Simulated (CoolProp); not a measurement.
The numbers come from the reference Helmholtz-energy equation of state, Span 1996 in CoolProp.

Task: Give the vapour pressure (bar), vapour density (kg/m³), liquid cp (kJ/(kg K)), surface tension (mN/m) of saturated carbon dioxide at 263.5, 268, 290.5 K.

Result: 
```
T (K)  p (bar)  vapour density (kg/m³)  liquid cp (kJ/(kg K))  surface tension (mN/m)
-----  -------  ----------------------  ---------------------  ----------------------
263.5     26.8                    72.0                   2.31                    6.30
268       30.3                    83.0                   2.41                    5.44
290.5     53.8                     175                   3.75                    1.60
```

Surface tension comes from a separate correlation (Mulero 2012).
